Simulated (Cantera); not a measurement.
A closed system holds: 1 mol SiH2Cl2, 1100 mol H2, held at 2225 K and 12.0 Torr.

Method: chemical equilibrium by Gibbs-energy minimisation in Cantera with the NASA 1993 tables (ideal gas, pure condensed phases). Candidate condensed phases: Si; 19 gas species. Kinetics and transport are ignored.

Base state: H2 0.948, H 0.0498, HCl 0.00170, Si 0.000829, Cl 6.49e-5, SiH 4.30e-5 (mole fractions); condensed: gas only.

What changes in the equilibrium state with this change: H2 from 1100 to 47 mol?


| species | before | after |
|---|---|---|
| H2 | 0.948 | 0.897 |
| H | 0.0498 | 0.0485 |
| HCl | 0.00170 | 0.0342 |
| Si | 0.000829 | 0.0161 |
| SiCl2 | 1.63e-7 | 0.00135 |
| Si3 | 2.16e-9 | 1.57e-5 |
| SiCl | 2.05e-6 | 0.000823 |
| Si2 | 3.94e-7 | 0.000148 |
| Cl | 6.49e-5 | 0.00134 |
The tables' values for SiCl are old estimates; treat these amounts as uncertain. Gases not in the tables: Si2H6 and higher silanes.
